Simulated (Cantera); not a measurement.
What does this Cantera script print?

```python
import numpy as np
import cantera as ct

gas_names = [...]  # 47 gases of nasa_gas.yaml made of Ca, F, H, N, O
cond_names = """
    Ca(a) Ca(b) Ca(L) CaF2(a) CaF2(b) CaF2(L) CaO(s) CaO(L) CaO2H2(s) H2O(s) H2O(L)
""".split()


# ... load() reads the species with a 1 bar reference pressure and builds the phases ...
atoms = {
    'CaO': {'Ca': 1, 'O': 1},
    'HF': {'H': 1, 'F': 1},
    'N2': {'N': 2},
}
top_T = {}  # K; cautious upper limits of use, not melting points


# ... equilibrate(T, P, feed) seeds the gas with the atoms and calls Mixture.equilibrate('TP', solver="vcs", rtol=1e-11, max_steps=5000) ...
results = []
feed = {'CaO': 1, 'HF': 4.4, 'N2': 0.97}  # mol
P = 100  # Pa
for T in [1123, 1223, 1323, 1423, 1523, 1623, 1723]:
    mix = equilibrate(T, P, feed)
    results.append((T, P, feed, dict(zip(mix.species_names, mix.species_moles))))

top = {s: max(r[3][s] / sum(r[3][g] for g in gas_names) for r in results) for s in gas_names}
cols = sorted((s for s in top if top[s] > 0.001), key=lambda s: -top[s])[:9]
seen = [c for c in cond_names if any(r[3].get(c, 0) > 1e-12 for r in results)]
print("log10 of partial pressures in bar; condensed amounts in mol")
print(f"{'T/K':>10s}" + "".join(f"{s[:9]:>10s}" for s in cols + seen))
for T, P, feed, n in results:
    ng = sum(n[g] for g in gas_names)
    print(f"{T:10.4g}" + "".join(f"{np.log10(max(n[s] / ng * P / 1e5, 1e-99)):10.3f}" for s in cols)
          + "".join(f"{n.get(c, 0):10.4g}" for c in seen))
```

It prints:

```
log10 of partial pressures in bar; condensed amounts in mol
       T/K        HF       H2O        N2      CaF2        H2        O2   CaF2(a)   CaF2(b)    CaO(s)
      1123    -3.260    -3.640    -3.654   -10.481    -8.077    -8.405         1         0         0
      1223    -3.260    -3.641    -3.654    -8.890    -7.443    -7.778         1         0         0
      1323    -3.260    -3.641    -3.654    -7.553    -6.905    -7.247    0.9999         0         0
      1423    -3.261    -3.641    -3.654    -6.416    -6.441    -6.790    0.9983         0         0
      1523    -3.262    -3.644    -3.656    -5.452    -6.038    -6.394         0    0.9845         0
      1623    -3.271    -3.656    -3.665    -4.622    -5.692    -6.053         0    0.8929         0
      1723    -3.230    -3.954    -3.744    -3.942    -5.577    -5.941         0         0    0.3847
```

Cantera equilibrium calculation (NASA polynomials, part measured and part estimated; ideal gas, pure solids and liquids).
